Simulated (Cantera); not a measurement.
A closed system holds: 1 mol BF₃, 8.3 mol N₂, equilibrated at 848 K and 0.0825 Torr.

Equilibrium computed with Cantera from the NASA thermochemical tables; the gas is ideal and each condensed phase is pure. Candidate condensed phases: B, BN; 13 gas species. Equilibrium is a limit: real reactors are often held back by kinetics, nucleation or transport.

Task: What is the equilibrium state?

Result: 
```
Quantity                             Value
-------------------------------  ---------
x(N₂)                                0.892
x(BF₃)                               0.108
gas amount                       9.300 mol
log10 activity of B(s) (absent)     -24.15
```
